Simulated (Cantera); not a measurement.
Input: 1 mol Fe3O4, 9.3 mol CO, 8.2 mol H2, held at 2125 °C and 30.0 mbar.

Method: chemical equilibrium by Gibbs-energy minimisation in Cantera with the NASA 1993 tables (ideal gas, pure condensed phases). Candidate condensed phases: C, C6H6, C7H8, C8H18, Fe, Fe(CO)5, FeO, Fe(OH)2, Fe(OH)3, Fe2O3, Fe3O4, H2O; 114 gas species. Equilibrium is a limit: real reactors are often held back by kinetics, nucleation or transport.

Base state: CO 0.401, H2 0.227, H2O 0.139, Fe 0.139, H 0.0434, CO2 0.0416, OH 0.00487, FeO 0.00374 (mole fractions); condensed: gas only.

**Question.** What changes in the equilibrium state with this change: pressure from 30.0 mbar to 0.140 bar?

**Answer.** 
```tsv
species	before	after
CO	0.401	0.433
H2	0.227	0.269
H2O	0.139	0.132
Fe	0.139	0.104
H	0.0434	0.0219
CO2	0.0416	0.0358
O2	0.000158	2.15e-5
O	0.000623	0.000107
Fe(l), mol	0	0.306
FeO(l), mol	0	0.583
```
Each liquid is taken as pure. Mutual solubility and eutectic melting of coexisting phases are not modelled. The tables' stoichiometric FeO is somewhat more stable than real wüstite, so its field is too wide. FeO: taken at fixed stoichiometry.
